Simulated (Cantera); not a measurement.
An isothermal, constant-pressure homogeneous reactor starts with CH₄ : N₂ = 1 : 10 (molar parts), at 1273 K and 0.860 bar. Integrator tolerance rtol = 1e-08.

Model: GRI-Mech 3.0 (53 species, 325 reactions), integrated in Cantera. GRI-Mech 3.0 stops at C3 and has no aromatics, soot or wall deposition, so with more carbon than oxygen in the feed, carbon stays in small species such as C2H2 where larger ones or solid carbon would form.

What does this change do: temperature 1273 to 1848 K?


```json
[
 {"quantity": "x(CH₄) at 2.00 s", "before": "0.0904 (gas-phase equilibrium 0.0292)", "after": "0.000312 (gas-phase equilibrium 0.000164)"},
 {"quantity": "x(CH₂) at 2.00 s", "before": "6.54e-12 (gas-phase equilibrium 2.41e-12)", "after": "1.95e-8 (gas-phase equilibrium 1.02e-8)"},
 {"quantity": "x(H₂) at 2.00 s", "before": "0.000415 (gas-phase equilibrium 0.0825)", "after": "0.124 (gas-phase equilibrium 0.125)"},
 {"quantity": "x(HCN) at 2.00 s", "before": "<1e-12 (gas-phase equilibrium 0.0338)", "after": "2.40e-5 (gas-phase equilibrium 0.0604)"},
 {"quantity": "x(C₂H) at 2.00 s", "before": "<1e-12 (gas-phase equilibrium 8.52e-12)", "after": "7.21e-7 (gas-phase equilibrium 1.97e-7)"}
]
```

What does this change do: temperature 1273 to 1950 K?


| quantity | before | after |
|---|---|---|
| x(CH₄) at 2.00 s | 0.0904 (gas-phase equilibrium 0.0292) | 0.000155 (gas-phase equilibrium 8.08e-5) |
| x(CH₂) at 2.00 s | 6.54e-12 (gas-phase equilibrium 2.41e-12) | 4.81e-8 (gas-phase equilibrium 2.50e-8) |
| x(H₂) at 2.00 s | 0.000415 (gas-phase equilibrium 0.0825) | 0.124 (gas-phase equilibrium 0.125) |
| x(HCN) at 2.00 s | <1e-12 (gas-phase equilibrium 0.0338) | 0.000165 (gas-phase equilibrium 0.0619) |
| x(C₂H) at 2.00 s | <1e-12 (gas-phase equilibrium 8.52e-12) | 2.30e-6 (gas-phase equilibrium 5.90e-7) |
